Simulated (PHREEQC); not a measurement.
Make-up at 90 °C: 0.013 mol/kgw CdSO4 and 5e-05 mol/kgw FeCl2. Closed to the air; pH follows from the charge balance.

All values are PHREEQC results (ion-association model, phreeqc.dat), not measurements.

No solid was allowed to form.

Problem. Predict the pH, ionic strength.

Solution. pH 5.61; ionic strength 0.0306 mol/kgw.

Problem. In which forms is S present?

Solution. SO4-2 56 %, CdSO4 39 %, Cd(SO4)2-2 4.6 % of the S.

Species that the database lacks are ignored. Constants without temperature data keep their 25 °C values here.
